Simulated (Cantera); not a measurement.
Feed: 1 mol Fe, 19 mol H₂O, 2.3 mol CO, at 10000 Pa.

Equilibrium computed with Cantera from the NASA thermochemical tables; the gas is ideal and each condensed phase is pure. Candidate condensed phases: C, C₆H₆, C₇H₈, C₈H₁₈, Fe, Fe(CO)₅, FeO, Fe(OH)₂, Fe(OH)₃, Fe₂O₃, Fe₃O₄, H₂O; 114 gas species. The tables' stoichiometric FeO is somewhat more stable than real wüstite, so its field is too wide. FeO: taken at fixed stoichiometry. Kinetics and transport are ignored.

x: gas mole fraction; n: condensed amount in mol.

| T (K) | x H₂O | x H₂ | x CO₂ | x CO | x H | x OH | n FeO(s) | n FeO(l) |
|---|---|---|---|---|---|---|---|---|
| 1350 | 0.764 | 0.128 | 0.0812 | 0.0268 | 2.70e-6 | 2.61e-7 | 1.000 | 0 |
| 1450 | 0.767 | 0.125 | 0.0779 | 0.0301 | 1.06e-5 | 1.56e-6 | 1.000 | 0 |
| 1550 | 0.770 | 0.122 | 0.0749 | 0.0331 | 3.48e-5 | 7.39e-6 | 1.000 | 0 |
| 1650 | 0.773 | 0.119 | 0.0722 | 0.0358 | ? | ? | 0 | 0.999 |
| 1750 | 0.775 | 0.117 | 0.0699 | 0.0381 | ? | ? | 0 | 0.998 |
| 1850 | 0.776 | 0.115 | 0.0678 | 0.0402 | 0.000577 | 0.000289 | 0 | 0.996 |
| 1950 | 0.777 | 0.112 | 0.0659 | 0.0419 | 0.00122 | 0.000763 | 0 | 0.991 |

Question: Fill in the missing entries.

Answer: 
- 1650, x H: 9.92e-5
- 1650, x OH: 2.91e-5
- 1750, x H: 0.000251
- 1750, x OH: 9.78e-5
